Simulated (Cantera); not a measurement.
A perfectly stirred reactor is fed with 2.15 % CH4, 97.5 % H2, 0.351 % H, at 19.5 Torr; it is held at 1850 K, and followed from long to short residence time.

Detailed kinetics in Cantera: GRI-Mech 3.0 (53 species, 325 reactions). GRI-Mech 3.0 stops at C3 and has no aromatics, soot or wall deposition, so with more carbon than oxygen in the feed, carbon stays in small species such as C2H2 where larger ones or solid carbon would form. Radical loss at walls, strong at low pressure, is not modelled.

x: mole fraction; the columns are a selection and need not sum to one.

| τ (s) | x CH4 | x H2 | x H | x C2H2 | x C2H6 | x CH2 |
|---|---|---|---|---|---|---|
| 2.5 | 0.00291 | 0.985 | 0.00314 | 0.00898 | ___ | 6.66e-7 |
| 0.97 | 0.00460 | 0.984 | 0.00303 | 0.00810 | ___ | 9.66e-7 |
| 0.37 | 0.00713 | 0.983 | 0.00291 | 0.00679 | ___ | 1.34e-6 |
| 0.14 | 0.0105 | 0.981 | 0.00278 | 0.00505 | ___ | 1.76e-6 |
| 0.056 | 0.0139 | 0.979 | 0.00268 | 0.00327 | ___ | 2.10e-6 |
| 0.022 | 0.0169 | 0.978 | 0.00260 | 0.00174 | ___ | 2.35e-6 |
| 0.0084 | 0.0188 | 0.977 | 0.00254 | 0.000755 | 1.85e-6 | 2.48e-6 |
| 0.0033 | 0.0197 | 0.976 | 0.00251 | 0.000286 | 1.97e-6 | 2.51e-6 |
| 0.0013 | 0.0202 | 0.976 | 0.00250 | 9.16e-5 | 1.96e-6 | 2.49e-6 |
| 0.00049 | 0.0203 | 0.976 | 0.00251 | 2.18e-5 | ___ | 2.41e-6 |
| 0.00019 | 0.0204 | 0.976 | 0.00254 | 4.07e-6 | ___ | 2.22e-6 |

### Question
What belongs in the gaps?

### Answer

- 2.5, x C2H6: 5.75e-8
- 0.97, x C2H6: 1.38e-7
- 0.37, x C2H6: 3.16e-7
- 0.14, x C2H6: 6.49e-7
- 0.056, x C2H6: 1.09e-6
- 0.022, x C2H6: 1.54e-6
- 0.00049, x C2H6: 1.78e-6
- 0.00019, x C2H6: 1.39e-6
